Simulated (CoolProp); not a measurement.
Vapour-liquid equilibrium of propane (1) + R152A (2) at 265.7 K; x and y are mole fractions of (1).

Computed with CoolProp (multi-fluid Helmholtz-energy mixture model, Lemmon 2009 and Outcalt 1996; pair parameters Bell 2016).

```
x     bubble pressure, mixture model (MPa)  bubble pressure, Raoult's law (MPa)  y, mixture model  y, Raoult's law
----  ------------------------------------  -----------------------------------  ----------------  ---------------
0.05                                0.2490                               0.2091             0.221            0.090
0.15                                0.3186                               0.2266             0.431            0.248
0.25                                0.3614                               0.2441             0.531            0.384
0.35                                0.3874                               0.2616             0.589            0.502
0.45                                0.4032                               0.2791             0.629            0.605
0.55                                0.4130                               0.2966             0.663            0.696
0.65                                0.4188                               0.3141             0.697            0.777
0.75                                0.4204                               0.3316             0.740            0.849
0.85                                0.4148                               0.3491             0.803            0.914
0.95                                0.3949                               0.3666             0.911            0.973
```

The largest gap from Raoult's law is +48.1 % in bubble pressure, at x = 0.35. y crosses x between x = 0.65 and 0.75: the model has an azeotrope there.

Pair parameters are fitted to limited data, so mixtures are less certain than the pure fluids.
